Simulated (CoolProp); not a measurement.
A single-stage vapour-compression cycle with hydrogen sulfide: evaporating at 245.15 K (dew point), condensing at 302.15 K (bubble point), superheat 8 K, subcooling 2 K, compressor efficiency 0.8, no pressure losses. Each further row changes one setting.

Model: reference Helmholtz-energy equation of state, Lemmon 2006, in CoolProp. It is a short technical equation, of lower accuracy than the large ones.

```
case                              cooling COP  pressure ratio  discharge temperature (K)  refrigerating effect (kJ/kg)  volumetric capacity (kJ/m³)
--------------------------------  -----------  --------------  -------------------------  ----------------------------  ---------------------------
as stated                                2.63            5.41                      412.0                           398                         2800
evaporating temperature 250.15 K         3.00            4.52                      399.5                           401                         3340
condensing temperature 297.15 K          2.95            4.80                      398.5                           409                         2880
subcooling 7 K                           2.70            5.41                      412.0                           409                         2880
superheat 18 K                           2.58            5.41                      427.7                           409                         2750
compressor efficiency 0.7                2.30            5.41                      430.8                           398                         2800
```
